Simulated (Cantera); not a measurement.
Input (Python, Cantera) and output of one run.

```python
import numpy as np
import cantera as ct

gas_names = """
    CL CL2 H HCL H2 Si SiCL SiCL2 SiCL3 SiCL4 SiH SiHCL3 SiH2 SiH2CL2 SiH3 SiH3CL SiH4 Si2 Si3
""".split()
cond_names = """
    Si(cr) Si(L)
""".split()


# ... load() reads the species with a 1 bar reference pressure and builds the phases ...
atoms = {
    'Si2Cl6': {'Si': 2, 'CL': 6},
    'Cl2': {'CL': 2},
    'H2': {'H': 2},
}
top_T = {}  # K; cautious upper limits of use, not melting points


# ... equilibrate(T, P, feed) seeds the gas with the atoms and calls Mixture.equilibrate('TP', solver="vcs", rtol=1e-11, max_steps=5000) ...
results = []
feed = {'Si2Cl6': 1, 'Cl2': 0.71, 'H2': 530}  # mol
T = 825  # K
P = 15000  # Pa
mix = equilibrate(T, P, feed)
results.append((T, P, feed, dict(zip(mix.species_names, mix.species_moles))))
print(gas.report(threshold=0.001))
for i in range(1, mix.n_phases):
    print(f"{mix.phase(i).name:16s} {mix.phase_moles(i):12.5e} mol")
```

Result:

```
       temperature   825 K
          pressure   15000 Pa
           density   0.0057063 kg/m^3
  mean mol. weight   2.6095 kg/kmol
   phase of matter   gas

                          1 kg             1 kmol
                     ---------------   ---------------
          enthalpy        5.1139e+06        1.3344e+07  J
   internal energy        2.4852e+06         6.485e+06  J
           entropy             68048        1.7757e+05  J/K
    Gibbs function       -5.1025e+07       -1.3315e+08  J
 heat capacity c_p             11485             29971  J/K
 heat capacity c_v            8299.2             21656  J/K

                      mass frac. Y      mole frac. X     chem. pot. / RT
                     ---------------   ---------------   ---------------
               HCL          0.016124         0.0011541           -45.934
                H2           0.76879            0.9951           -18.951
             SiCL4           0.11257          0.001729           -149.12
            SiHCL3           0.09568         0.0018434           -122.14
     [  +15 minor]         0.0068439        0.00017628

Si(cr)            6.74847e-03 mol
```

Equilibrium computed with Cantera from the NASA thermochemical tables; the gas is ideal and each condensed phase is pure. The feed counts by its element totals alone.
